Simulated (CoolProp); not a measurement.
A single-stage vapour-compression cycle with the fluid: evaporating at 292.15 K (dew point), condensing at 343.15 K (bubble point), superheat 8 K, subcooling 8 K, compressor efficiency 0.85, no pressure losses. The same conditions are run with several fluids, on thermodynamics alone (safety and materials aside).

Computed with CoolProp (reference Helmholtz-energy equation of state of each fluid (n-perfluorobutane: Gao 2022; R245fa: Akasaka 2015; propylene: Lemmon 2013; R1336mzz(Z): McLinden 2020; the fluoroketone C6F12O (FK-5-1-12): McLinden 2015; chloromethane (R40): Thol 2014)).

```
fluid                                cooling COP  pressure ratio  discharge temperature (K)  refrigerating effect (kJ/kg)  volumetric capacity (kJ/m³)
-----------------------------------  -----------  --------------  -------------------------  ----------------------------  ---------------------------
n-perfluorobutane                           3.18            4.18                      343.1                          46.8                         1060
R245fa                                      4.08      (withheld)                 (withheld)                           143                   (withheld)
propylene                                   3.55            3.11                      364.4                    (withheld)                         4730
R1336mzz(Z)                                 4.06            5.66                      343.1                           124                          487
the fluoroketone C6F12O (FK-5-1-12)         3.52            6.37                      343.2                    (withheld)                          225
chloromethane (R40)                         4.08            3.69                      400.5                           317                         3390
```

Question: Fill in the missing entries.

Answer: 
- R245fa, pressure ratio: 5.15
- R245fa, discharge temperature (K): 347.9
- R245fa, volumetric capacity (kJ/m³): 951
- propylene, refrigerating effect (kJ/kg): 238
- the fluoroketone C6F12O (FK-5-1-12), refrigerating effect (kJ/kg): 55.4

The compression ends wet for: n-perfluorobutane; R1336mzz(Z); the fluoroketone C6F12O (FK-5-1-12).
